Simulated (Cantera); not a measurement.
Charge: 1 mol Cu2O, 1700 mol H2, equilibrated at 2150 K and 400000 Pa.

Equilibrium computed with Cantera from the NASA thermochemical tables; the gas is ideal and each condensed phase is pure. Candidate condensed phases: Cu, CuO, Cu(OH)2, Cu2O, H2O; 12 gas species. Rates play no part.

Base state: H2 0.996, H 0.00210, Cu 0.00117, H2O 0.000587 (mole fractions); condensed: gas only.

**Question.** What changes in the equilibrium state with this change: pressure from 400000 Pa to 133 Pa?

**Answer.** 
| species | before | after |
|---|---|---|
| H2 | 0.996 | 0.889 |
| H | 0.00210 | 0.109 |
| Cu | 0.00117 | 0.00111 |
| H2O | 0.000587 | 0.000546 |

**Question.** What changes in the equilibrium state with this change: temperature from 2150 K to 1825 K?

**Answer.** 
| species | before | after |
|---|---|---|
| H2 | 0.996 | 0.999 |
| H2O | 0.000587 | 0.000588 |
| H | 0.00210 | 0.000220 |
| Cu | 0.00117 | 0.000180 |
| Cu(l), mol | 0 | 1.69 |

**Question.** What changes in the equilibrium state with this change: H2 from 1700 to 0.83 mol?

**Answer.** 
```
species         before    after
------------  --------  -------
H2O           0.000587    0.978
O2               <1e-9  0.00980
OH             1.60e-7  0.00416
H2               0.996  0.00409
Cu             0.00117  0.00392
O                <1e-9  9.67e-5
CuO              <1e-9  7.25e-5
Cu(l), mol           0     1.69
Cu2O(l), mol         0    0.155
```
Each liquid is taken as pure. Mutual solubility and eutectic melting of coexisting phases are not modelled.
